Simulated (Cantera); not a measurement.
A closed system holds: 1 mol Fe3O4, 0.99 mol CH4, 2 mol H2, 0.045 mol H2O, equilibrated at 0.000200 bar.

Method: chemical equilibrium by Gibbs-energy minimisation in Cantera with the NASA 1993 tables (ideal gas, pure condensed phases). Candidate condensed phases: C, C6H6, C7H8, C8H18, Fe, Fe(CO)5, FeO, Fe(OH)2, Fe(OH)3, Fe2O3, Fe3O4, H2O; 114 gas species. Mutual solubility and eutectic melting of coexisting phases are not modelled. The tables' stoichiometric FeO is somewhat more stable than real wüstite, so its field is too wide. FeO: taken at fixed stoichiometry. The numbers say what is thermodynamically allowed, not how fast it happens.

x: gas mole fraction; n: condensed amount in mol.

```
T (K)   x H2   x Fe  x H2O     x H    x CO   x CO2      x OH       x O      x O2     x FeO  n Fe(δ)  n FeO(l)
-----  -----  -----  -----  ------  ------  ------  --------  --------  --------  --------  -------  --------
1775   0.485  0.102  0.222  0.0142   0.156  0.0193  0.000407   9.34e-6   1.90e-6  0.000506    0.735      1.69
1825   0.422  0.205  0.196  0.0202   0.138  0.0164  0.000658   2.42e-5   4.97e-6   0.00120        0      1.68
1875   0.329  0.256  0.240  0.0266   0.122  0.0216   0.00151   9.25e-5   2.96e-5   0.00270        0         ?
1925   0.241  0.304  0.279  0.0332   0.104  0.0281   0.00332  0.000341  0.000172   0.00582        0         ?
1975   0.165  0.346  0.307  0.0393  0.0862  0.0356   0.00696   0.00122  0.000978    0.0120        0         ?
2025   0.152  0.346  0.299  0.0531  0.0838  0.0352    0.0109   0.00276   0.00233    0.0144        0         0
2075   0.149  0.339  0.282  0.0726  0.0840  0.0328    0.0157   0.00551   0.00447    0.0153        0         0
2125   0.145  0.330  0.258  0.0978  0.0841  0.0298    0.0216    0.0103   0.00784    0.0155        0         0
2175   0.141  0.318  0.227   0.130  0.0840  0.0261    0.0281    0.0181    0.0123    0.0151        0         0
2225   0.136  0.305  0.190   0.169  0.0834  0.0218    0.0343    0.0295    0.0174    0.0138        0         0
```

Fill in the missing entries.


- 1875, n FeO(l): 1.22
- 1925, n FeO(l): 0.684
- 1975, n FeO(l): 0.0907
